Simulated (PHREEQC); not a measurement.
Make-up at 25 °C: 0.0068 mol/kgw FeSO4, 0.001 mol/kgw CaCl2, 0.006 mol/kgw H2SO4 and 0.032 mol/kgw NaCl. Closed to the air; pH follows from the charge balance.

Computed with PHREEQC (ion-association model, wateq4f.dat).

The pH is 2.12. The ionic strength is 0.0664 mol/kgw. The total alkalinity comes out as -12.0 meq/kg.

| species | molality | activity | log γ |
|---|---|---|---|
| Cl- | 0.0339 | 0.0269 | -0.100 |
| Na+ | 0.0315 | 0.0254 | -0.093 |
| H+ | 0.00894 | 0.00753 | -0.075 |
| SO4-2 | 0.00767 | 0.00326 | -0.372 |
| Fe+2 | 0.00526 | 0.00236 | -0.349 |
| HSO4- | 0.00297 | 0.00238 | -0.095 |
| FeSO4 | 0.00135 | 0.00136 | 0.007 |
| Ca+2 | 0.000772 | 0.000338 | -0.358 |
| NaSO4- | 0.000510 | 0.000414 | -0.090 |

No solid was allowed to form. Species that the database lacks are ignored.
